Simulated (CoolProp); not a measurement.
A simple Rankine cycle with R141b: condensing at 313.15 K, boiler at 0.705 MPa, turbine inlet 377 K, turbine efficiency 0.65, pump efficiency 0.6, no recuperator. Each further row changes one setting.

Computed with CoolProp (reference Helmholtz-energy equation of state, Lemmon 2006). It is a short technical equation, of lower accuracy than the large ones.

```
case                             thermal efficiency (%)  net work (kJ/kg)  heat in (kJ/kg)  turbine exit temperature (K)  volume ratio over the turbine
-------------------------------  ----------------------  ----------------  ---------------  ----------------------------  -----------------------------
as stated                                           9.1              23.8              261                         335.5                           5.30
turbine inlet 397 K                                 9.1              25.7              281                         356.6                           5.22
condensing temperature 305.15 K                    10.2               ___              271                         330.0                           6.89
boiler pressure 0.493 MPa                           7.4              19.7              266                           ___                           3.64
turbine efficiency 0.55                             7.7              20.0              261                           ___                            ___
```

Q: Complete the blanks.

A: 
- condensing temperature 305.15 K, net work (kJ/kg): 27.6
- boiler pressure 0.493 MPa, turbine exit temperature (K): 346.1
- turbine efficiency 0.55, turbine exit temperature (K): 340.0
- turbine efficiency 0.55, volume ratio over the turbine: 5.38
